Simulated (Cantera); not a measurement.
Input: 1 mol Cr, 24 mol N2, 8 mol H2, equilibrated at 290000 Pa.

These are equilibrium values from Cantera (NASA tables, ideal gas, pure condensed phases), not measurements of a reactor. Candidate condensed phases: Cr, CrN, Cr2N; 11 gas species. Kinetics and transport are ignored. All values below are at 2375 °C.

Base state: N2 0.722, H2 0.234, Cr 0.0301, H 0.0132 (mole fractions); condensed: gas only.

Problem. What changes in the equilibrium state with this change: pressure from 290000 Pa to 10000 Pa?

Solution. 
```tsv
species	before	after
N2	0.722	0.703
H2	0.234	0.201
H	0.0132	0.0660
Cr	0.0301	0.0293
```
